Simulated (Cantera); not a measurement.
Feed: 1 mol SiH4, 0.34 mol N2, at 1.00 bar.

These are equilibrium values from Cantera (NASA tables, ideal gas, pure condensed phases), not measurements of a reactor. Candidate condensed phases: Si, Si3N4; 18 gas species. N2 is the only nitrogen source here; it is nearly inert below about 1500 K, so the nitride shown seldom forms there in practice. Mutual solubility and eutectic melting of coexisting phases are not modelled. Gases not in the tables: Si2H6 and higher silanes. The numbers say what is thermodynamically allowed, not how fast it happens.

Problem. Which condensed phases are stable at each of these points (T (K)): 825, 975, 1125, 1275, 1425, 1575, 1725, 1875?

Solution. 
| T (K) | condensed phases | Si condensed (%) |
|---|---|---|
| 825 | Si(s) + Si3N4(s) | 100.0 |
| 975 | Si(s) + Si3N4(s) | 100.0 |
| 1125 | Si(s) + Si3N4(s) | 100.0 |
| 1275 | Si(s) + Si3N4(s) | 100.0 |
| 1425 | Si(s) + Si3N4(s) | 100.0 |
| 1575 | Si(s) + Si3N4(s) | 100.0 |
| 1725 | Si(l) + Si3N4(s) | 100.0 |
| 1875 | Si(l) + Si3N4(s) | 100.0 |

From 825 K to 1575 K the condensed part is Si(s) + Si3N4(s). From 1725 K to 1875 K the condensed part is Si(l) + Si3N4(s).
